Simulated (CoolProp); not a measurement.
R1336mzz(Z) along the isobar 0.972 MPa: density (kg/m³) from the reference equation and from simpler models built on Tc = 444.5 K, pc = 2.904 MPa, ω = 0.386; each cubic takes its own stable root.

The numbers come from the reference Helmholtz-energy equation of state, McLinden 2020 in CoolProp.

```json
[
 {"T (K)": "258.3", "phase": "liquid", "reference": "1466", "van der Waals": "(withheld)", "Peng-Robinson": "1402"},
 {"T (K)": "272.2", "phase": "liquid", "reference": "1433", "van der Waals": "792.8", "Peng-Robinson": "1376"},
 {"T (K)": "286.1", "phase": "liquid", "reference": "1398", "van der Waals": "775.2", "Peng-Robinson": "1347"},
 {"T (K)": "300.1", "phase": "liquid", "reference": "1363", "van der Waals": "756.2", "Peng-Robinson": "1315"},
 {"T (K)": "314", "phase": "liquid", "reference": "1326", "van der Waals": "735.9", "Peng-Robinson": "1280"},
 {"T (K)": "327.9", "phase": "liquid", "reference": "1287", "van der Waals": "713.8", "Peng-Robinson": "1242"},
 {"T (K)": "341.8", "phase": "liquid", "reference": "(withheld)", "van der Waals": "689.1", "Peng-Robinson": "1199"},
 {"T (K)": "355.8", "phase": "liquid", "reference": "1202", "van der Waals": "68.02", "Peng-Robinson": "1150"},
 {"T (K)": "369.7", "phase": "liquid", "reference": "1154", "van der Waals": "63.62", "Peng-Robinson": "1094"},
 {"T (K)": "383.6", "phase": "liquid", "reference": "1100", "van der Waals": "59.92", "Peng-Robinson": "1028"},
 {"T (K)": "397.5", "phase": "gas", "reference": "61.53", "van der Waals": "(withheld)", "Peng-Robinson": "61.18"},
 {"T (K)": "411.5", "phase": "gas", "reference": "57.03", "van der Waals": "53.91", "Peng-Robinson": "57.11"},
 {"T (K)": "425.4", "phase": "gas", "reference": "53.50", "van der Waals": "51.43", "Peng-Robinson": "53.76"},
 {"T (K)": "439.3", "phase": "gas", "reference": "50.58", "van der Waals": "49.21", "Peng-Robinson": "50.91"},
 {"T (K)": "453.2", "phase": "gas", "reference": "48.09", "van der Waals": "47.21", "Peng-Robinson": "48.44"},
 {"T (K)": "467.2", "phase": "gas", "reference": "45.90", "van der Waals": "45.37", "Peng-Robinson": "46.25"}
]
```

Complete the blanks.


- 258.3, van der Waals: 809.5
- 341.8, reference: 1247
- 397.5, van der Waals: 56.72

At some of these states van der Waals gives the other phase, because its saturation line lies elsewhere.
